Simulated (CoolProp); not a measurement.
Vapour-liquid equilibrium of sulfur dioxide (1) + toluene (2) at 614 kPa; x and y are mole fractions of (1).

Values from CoolProp's multi-fluid Helmholtz-energy mixture model, Gao 2016 and Lemmon 2006; pair parameters Bell 2016.

### Question
Give the bubble temperature and the first vapour's composition at x = 0.05, 0.35, 0.55. Is there an azeotrope?

### Answer
x = 0.05: 438.6 K, y = 0.369; x = 0.35: 355.7 K, y = 0.948; x = 0.55: 334.5 K, y = 0.983. No azeotrope shows between x = 0.05 and 0.95.

Pair parameters are fitted to limited data, so mixtures are less certain than the pure fluids.
